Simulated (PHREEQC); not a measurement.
Leach liquor (model solution)

Solution (25 °C): 140 mmol/kgw HCl, 30 mmol/kgw Al2(SO4)3 and 5.3 mmol/kgw NiSO4. Closed to the air; pH follows from the charge balance.

Equilibrium calculation in PHREEQC: ion-association model, wateq4f.dat.

pH: 1.10
ionic strength: 0.287 mol/kgw
activity of water: 0.994
total alkalinity: -140 meq/kg

| species | molality | activity | log γ |
|---|---|---|---|
| Cl- | 0.139 | 0.0954 | -0.165 |
| H+ | 0.102 | 0.0797 | -0.106 |
| HSO4- | 0.0377 | 0.0266 | -0.153 |
| AlSO4+ | 0.0352 | 0.0248 | -0.153 |
| Al+3 | 0.0204 | 0.00228 | -0.952 |
| SO4-2 | 0.0134 | 0.00343 | -0.593 |
| Ni+2 | 0.00408 | 0.00119 | -0.536 |
| Al(SO4)2- | 0.00381 | 0.00268 | -0.153 |

This is a speciation only: nothing precipitates in the calculation. Complexes and solids missing from the database can't appear.
